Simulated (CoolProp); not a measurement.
Tetrahydrofuran along the isobar 363 kPa: Z from the reference equation and from simpler models built on Tc = 540.2 K, pc = 5304 kPa, ω = 0.234; each cubic takes its own stable root.

Values from CoolProp's reference Helmholtz-energy equation of state, Fiedler 2023.

| T (K) | phase | reference |
|---|---|---|
| 334 | liquid | 0.01119 |
| 347.9 | liquid | 0.01096 |
| 361.8 | liquid | 0.01075 |
| 375.7 | liquid | 0.01058 |
| 389.6 | gas | 0.9309 |
| 403.5 | gas | 0.9384 |
| 417.4 | gas | 0.9449 |
| 431.3 | gas | 0.9505 |
| 445.2 | gas | 0.9554 |

### Question
How far does each simpler model (van der Waals, Redlich-Kwong, Soave-Redlich-Kwong, Peng-Robinson) lie from the reference over these 9 states: mean and median of the absolute difference, and the worst?

### Answer
- van der Waals: mean 3812.8 %, median 2.5 %, worst +8882.0 % at 375.7 K and 363 kPa
- Redlich-Kwong: mean 971.7 %, median 0.9 %, worst +8710.0 % at 375.7 K and 363 kPa
- Soave-Redlich-Kwong: mean 3.5 %, median 0.2 %, worst +7.9 % at 375.7 K and 363 kPa
- Peng-Robinson: mean 2.3 %, median 0.3 %, worst -4.9 % at 347.9 K and 363 kPa

At some of these states van der Waals, Redlich-Kwong gives the other phase, because its saturation line lies elsewhere.
